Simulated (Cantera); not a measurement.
Thermodynamics of boron, boron nitride and boron oxide, feed B₂H₆ + H₂O + H₂

Input: 1 mol B₂H₆, 0.86 mol H₂O, 120 mol H₂, held at 0.600 bar.

Equilibrium computed with Cantera from the NASA thermochemical tables; the gas is ideal and each condensed phase is pure. Candidate condensed phases: B, B₂O₃, B₃O₃H₃, H₂O; 23 gas species. The feed counts by its element totals alone. The tables' values for BH₂ are old estimates; treat these amounts as uncertain. Gases not in the tables: B₂H₆ and higher boranes. Kinetics and transport are ignored.

| T (°C) | x H₂ | x HBO | x H | x BH₂ | x BO | x B₂O₂ | n B(s) |
|---|---|---|---|---|---|---|---|
| 1550 | 0.993 | 0.00647 | 0.000557 | 0.000152 | 6.31e-5 | 0.000154 | 1.12 |
| 1575 | 0.992 | 0.00648 | 0.000682 | 0.000180 | 7.53e-5 | 0.000147 | 1.12 |
| 1600 | 0.992 | 0.00649 | 0.000830 | 0.000213 | 8.94e-5 | 0.000142 | 1.11 |
| 1625 | 0.992 | 0.00649 | 0.00101 | 0.000250 | 0.000105 | 0.000136 | 1.11 |
| 1650 | 0.992 | 0.00649 | 0.00121 | 0.000293 | 0.000124 | 0.000130 | 1.10 |
| 1675 | 0.991 | 0.00648 | 0.00145 | 0.000341 | 0.000145 | 0.000125 | 1.10 |
| 1700 | 0.991 | 0.00647 | 0.00173 | 0.000396 | 0.000169 | 0.000120 | 1.09 |
| 1725 | 0.991 | 0.00645 | 0.00206 | 0.000458 | 0.000195 | 0.000115 | 1.08 |
| 1750 | 0.990 | 0.00643 | 0.00244 | 0.000528 | 0.000225 | 0.000110 | 1.07 |
| 1775 | 0.990 | 0.00641 | 0.00288 | 0.000606 | 0.000258 | 0.000105 | 1.06 |
| 1800 | 0.989 | 0.00638 | 0.00338 | 0.000693 | 0.000295 | 0.000101 | 1.05 |
| 1825 | 0.988 | 0.00635 | 0.00395 | 0.000790 | 0.000336 | 9.66e-5 | 1.04 |
| 1850 | 0.988 | 0.00631 | 0.00460 | 0.000898 | 0.000381 | 9.23e-5 | 1.02 |
| 1875 | 0.987 | 0.00627 | 0.00534 | 0.00102 | 0.000431 | 8.82e-5 | 1.01 |
x: gas mole fraction; n: condensed amount in mol.

From 1550 °C to 1875 °C the condensed part is B(s). The main B-bearing gas is HBO throughout. The share of B in condensed phases is highest at 1550 °C (56.2 %) and lowest at 1875 °C (50.4 %).
